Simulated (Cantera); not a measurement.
A perfectly stirred reactor is fed with CH4 : C2H6 : C3H8 : O2 : N2 : H2O = 1 : 0.23 : 0.15 : 4.13 : 31.8 : 11 (molar parts), equivalence ratio 0.86, at 10.0 bar; it is adiabatic with a 575 K inlet, and is followed from long to short residence time, starting on the burning branch (τ in s: 0.2, 0.073, 0.027, 0.01, 0.0039, 0.0014, 0.00054, 0.0002, 7.6e-05, 2.8e-05).

Computed with Cantera and GRI-Mech 3.0 (53 species, 325 reactions).

x: mole fraction; the columns are a selection and need not sum to one.

```csv
τ (s),T (K),x CH4,x C2H6,x C3H8,x N2O,x CH2,x NO2
0.20,1391,6.26e-5,1.61e-6,1.01e-6,(withheld),1.99e-9,6.45e-9
0.073,1382,0.000142,4.70e-6,2.80e-6,(withheld),3.79e-9,8.51e-9
0.027,1354,0.000372,1.61e-5,9.13e-6,(withheld),5.36e-9,7.34e-9
0.010,575,0.0207,0.00476,0.00310,<1e-12,<1e-12,<1e-12
0.0039,575,0.0207,0.00476,0.00310,<1e-12,<1e-12,<1e-12
0.0014,575,0.0207,0.00476,0.00310,<1e-12,<1e-12,<1e-12
0.00054,575,0.0207,0.00476,0.00310,<1e-12,<1e-12,<1e-12
0.00020,575,0.0207,0.00476,0.00310,<1e-12,<1e-12,<1e-12
7.6e-5,575,0.0207,0.00476,0.00310,<1e-12,<1e-12,<1e-12
2.8e-5,575,0.0207,0.00476,0.00310,<1e-12,<1e-12,<1e-12
```

Question: Fill in the missing entries.

Answer: 
- 0.20, x N2O: 1.68e-7
- 0.073, x N2O: 2.81e-7
- 0.027, x N2O: 3.83e-7
